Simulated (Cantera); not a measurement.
A freely propagating, adiabatic, planar premixed flame of CH₄ : C₂H₆ : C₃H₈ : O₂ : N₂ = 1 : 0.7 : 0.059 : 3.95 : 14.9 (molar parts), unburnt at 348 K and 1.10 bar; mixture-averaged transport, grid criteria slope 0.08 and curve 0.16, no radiation.

Computed with Cantera and GRI-Mech 3.0 (53 species, 325 reactions). Burning velocities carry a grid error of a few per cent, more on coarse grids.

### Question
What does this change do: inlet temperature 348 to 675 K?

### Answer
```json
[
 {"quantity": "laminar burning velocity", "before": "48.2 cm/s", "after": "163 cm/s"},
 {"quantity": "thermal thickness", "before": "0.355 mm", "after": "0.266 mm"},
 {"quantity": "peak x(CH₃)", "before": "0.00317", "after": "0.00486"},
 {"quantity": "peak x(O)", "before": "0.00161", "after": "0.00314"},
 {"quantity": "peak x(H)", "before": "0.00922", "after": "0.0129"}
]
```
